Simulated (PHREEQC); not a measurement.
Consider water at 30 °C with 0.068 mol/kgw CuCl2, 0.0029 mol/kgw HBF4 and 0.44 mol/kgw Na2SO4. Closed to the air; pH follows from the charge balance.

Model: ion-association model, wateq4f.dat, run in PHREEQC.

No solid was allowed to form.

Q: Order these S species by the share of S that they hold, largest first: CuSO4, SO4-2, NaSO4-, HSO4-.

A: SO4-2 (56 %), NaSO4- (35 %), CuSO4 (8.1 %), HSO4- (1.0 %)

The pH is 3.16 and the ionic strength 1.07 mol/kgw. Caution: at this ionic strength the ion-association model is outside its range; a Pitzer model would be the better tool where its parameters exist. Species that the database lacks are ignored. Real BF4- forms and hydrolyses slowly; the run takes it at equilibrium.
